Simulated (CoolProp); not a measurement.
R1224YDZ at 285.38 K and 0.00964 MPa is throttled through a valve to 0.00319 MPa with no heat exchange. Each further row changes one setting.

The numbers come from the reference Helmholtz-energy equation of state, Akasaka 2023 in CoolProp.

```csv
case,temperature change (K),final density (kg/m³)
as stated,-0.3,0.200
outlet pressure 0.000957 MPa,(withheld),(withheld)
outlet pressure 0.00415 MPa,-0.3,(withheld)
```

Fill in the missing entries.


- outlet pressure 0.000957 MPa, temperature change (K): -0.4
- outlet pressure 0.000957 MPa, final density (kg/m³): 0.0600
- outlet pressure 0.00415 MPa, final density (kg/m³): 0.260
